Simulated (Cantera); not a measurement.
Charge: 1 mol Si, 1.8 mol Cl2, 1.8 mol H2, held at 850 °C and 82.5 Torr.

Method: chemical equilibrium by Gibbs-energy minimisation in Cantera with the NASA 1993 tables (ideal gas, pure condensed phases). Candidate condensed phases: Si; 19 gas species. The tables' values for SiCl3 are old estimates; treat these amounts as uncertain. The numbers say what is thermodynamically allowed, not how fast it happens.

Base state: H2 0.608, SiCl4 0.262, HCl 0.0526, SiHCl3 0.0520, SiCl3 0.0143, SiCl2 0.00963, SiH2Cl2 0.00126 (mole fractions); condensed: Si(s).

Question: What changes in the equilibrium state with this change: 0.82 mol HCl added?

Answer: 
```tsv
species	before	after
H2	0.608	0.561
SiCl4	0.262	0.268
HCl	0.0526	0.147
SiHCl3	0.0520	0.0175
SiCl3	0.0143	0.00499
SiH2Cl2	0.00126	0.000140
SiCl2	0.00963	0.00116
Si(s), mol	0.0759	0
```

Question: What changes in the equilibrium state with this change: temperature from 850 °C to 827 °C?

Answer: 
```
species      before    after
----------  -------  -------
H2            0.608    0.614
SiCl4         0.262    0.268
SiHCl3       0.0520   0.0534
HCl          0.0526   0.0454
SiCl3        0.0143   0.0115
SiCl2       0.00963  0.00685
SiH2Cl2     0.00126  0.00127
Si(s), mol   0.0759   0.0758
```

Question: What changes in the equilibrium state with this change: 1.2 mol H2O added?

Answer: 
```
species               before     after
-------------------  -------  --------
HCl                   0.0526     0.456
H2                     0.608     0.453
SiCl4                  0.262    0.0889
SiHCl3                0.0520   0.00151
SiCl3                 0.0143  0.000480
SiH2Cl2              0.00126   3.15e-6
SiCl2                0.00963   3.23e-5
Si(s), mol            0.0759         0
SiO2(β-quartz), mol        0     0.600
```
Further candidate phases: H2O, SiO2.
